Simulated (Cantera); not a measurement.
## Ignition delay

Mixture: 10.3 % CO, 14.4 % H2, 9.52 % O2, 65.7 % N2, equivalence ratio 1.3, at 0.690 bar, adiabatic and at constant pressure. Ignition delay is the time to a rise of 400 K.

Model: GRI-Mech 3.0 (53 species, 325 reactions), integrated in Cantera. Where the delays flatten at high temperature, the 400 K rule measures the pace of heat release, not the induction time.

```
T0 (K)  delay (ms)
------  ----------
1125         0.182
1175         0.142
1225         0.117
1275         0.101
1325        0.0901
1375        0.0835
1425        0.0798
1475        0.0784
1525        0.0788
```
